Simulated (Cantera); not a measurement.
A perfectly stirred reactor is fed with N2O : H2 : N2 = 1 : 0.018 : 1.2 (molar parts), at 0.987 atm; it is held at 1425 K, and followed from long to short residence time.

Model: GRI-Mech 3.0 (53 species, 325 reactions), integrated in Cantera. GRI-Mech 3.0 was tuned for natural gas; its chemistry of N2O as a main component is partial and can be far from experiment. The temperature is held fixed by assumption; the heat of reaction is taken as removed at once.

Q: What does this change do: temperature 1425 to 1275 K?

A: 
```
quantity                 before     after
---------------------  --------  --------
x(N2O) at τ = 0.410 s    0.0496     0.220
x(H2) at τ = 0.410 s    1.02e-5   3.53e-5
x(O2) at τ = 0.410 s      0.141    0.0809
x(N2) at τ = 0.410 s      0.763     0.671
x(NO) at τ = 0.410 s     0.0387    0.0198
x(N2O) at τ = 21.0 ms     0.290     0.419
x(H2) at τ = 21.0 ms   0.000131  0.000463
x(O2) at τ = 21.0 ms     0.0512   0.00867
x(N2) at τ = 21.0 ms      0.629     0.562
x(NO) at τ = 21.0 ms     0.0224   0.00249
```
The mechanism lacks the step 2 NO + O2 → 2 NO2, which can matter for NO2 below about 1400 K.

Q: What does this change do: pressure from 0.987 atm to 0.0132 atm?

A: 
```
quantity                 before     after
---------------------  --------  --------
x(N2O) at τ = 0.410 s    0.0496     0.384
x(H2) at τ = 0.410 s    1.02e-5  0.000405
x(O2) at τ = 0.410 s      0.141    0.0195
x(N2) at τ = 0.410 s      0.763     0.579
x(NO) at τ = 0.410 s     0.0387   0.00901
x(N2O) at τ = 21.0 ms     0.290     0.443
x(H2) at τ = 21.0 ms   0.000131   0.00363
x(O2) at τ = 21.0 ms     0.0512   0.00103
x(N2) at τ = 21.0 ms      0.629     0.547
x(NO) at τ = 21.0 ms     0.0224  0.000569
```
Radical loss at walls, strong at low pressure, is not modelled.
